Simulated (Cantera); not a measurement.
Input (Python, Cantera) and output of one run.

```python
import numpy as np
import cantera as ct

gas_names = [...]  # 113 gases of nasa_gas.yaml made of C, H, O, Ti
cond_names = """
    C(gr) C6H6(L) C7H8(L) C8H18(L),n-octa H2O(s) H2O(L) Ti(a) Ti(b) Ti(L) TiC(s) TiC(L) TiO(a) TiO(b)
    TiO(L) TiO2(ru) TiO2(L) Ti2O3(a) Ti2O3(b) Ti2O3(L) Ti3O5(a) Ti3O5(b) Ti3O5(L) Ti4O7(s) Ti4O7(L)
""".split()


# ... load() reads the species with a 1 bar reference pressure and builds the phases ...
atoms = {
    'Ti(OiPr)4': {'Ti': 1, 'C': 12, 'H': 28, 'O': 4},
    'H2O': {'H': 2, 'O': 1},
    'H2': {'H': 2},
}
top_T = {'C(gr)': 4500}  # K; cautious upper limits of use, not melting points


# ... equilibrate(T, P, feed) seeds the gas with the atoms and calls Mixture.equilibrate('TP', solver="vcs", rtol=1e-11, max_steps=5000) ...
results = []
feed = {'Ti(OiPr)4': 1, 'H2O': 2, 'H2': 33}  # mol
P = 133.322  # Pa
for T in [1075, 1175, 1275, 1375, 1475, 1575, 1675, 1775, 1875, 1975, 2075]:
    mix = equilibrate(T, P, feed)
    results.append((T, P, feed, dict(zip(mix.species_names, mix.species_moles))))

top = {s: max(r[3][s] / sum(r[3][g] for g in gas_names) for r in results) for s in gas_names}
cols = sorted((s for s in top if top[s] > 1e-06), key=lambda s: -top[s])[:6]
seen = [c for c in cond_names if any(r[3].get(c, 0) > 1e-12 for r in results)]
print("log10 of partial pressures in bar; condensed amounts in mol")
print(f"{'T/K':>10s}" + "".join(f"{s[:9]:>10s}" for s in cols + seen))
for T, P, feed, n in results:
    ng = sum(n[g] for g in gas_names)
    print(f"{T:10.4g}" + "".join(f"{np.log10(max(n[s] / ng * P / 1e5, 1e-99)):10.3f}" for s in cols)
          + "".join(f"{n.get(c, 0):10.4g}" for c in seen))
```

It prints:

```
log10 of partial pressures in bar; condensed amounts in mol
       T/K        H2        CO         H C2H2,acet       CH4       H2O     C(gr)    TiC(s)  Ti3O5(b)
      1075    -2.912    -3.965    -9.289   -11.035    -7.170    -7.776     7.665         0    0.3333
      1175    -2.925    -3.837    -8.374   -10.121    -7.568    -8.223     4.999         1         0
      1275    -2.925    -3.837    -7.595    -9.341    -7.884    -8.696         5         1         0
      1375    -2.925    -3.837    -6.928    -8.675    -8.154    -9.100         5         1         0
      1475    -2.925    -3.837    -6.350    -8.101    -8.387    -9.448     4.999         1         0
      1575    -2.926    -3.838    -5.844    -7.602    -8.592    -9.752     4.998         1         0
      1675    -2.927    -3.838    -5.398    -7.163    -8.772   -10.020     4.994         1         0
      1775    -2.929    -3.839    -5.003    -6.775    -8.935   -10.258     4.986         1         0
      1875    -2.933    -3.841    -4.650    -6.432    -9.084   -10.474     4.969         1         0
      1975    -2.942    -3.845    -4.335    -6.129    -9.227   -10.674     4.938         1         0
      2075    -2.958    -3.852    -4.053    -5.864    -9.370   -10.865     4.883    0.9999         0
```

These are equilibrium values from Cantera (NASA tables, ideal gas, pure condensed phases), not measurements of a reactor. The feed counts by its element totals alone. TiC: taken at fixed stoichiometry.
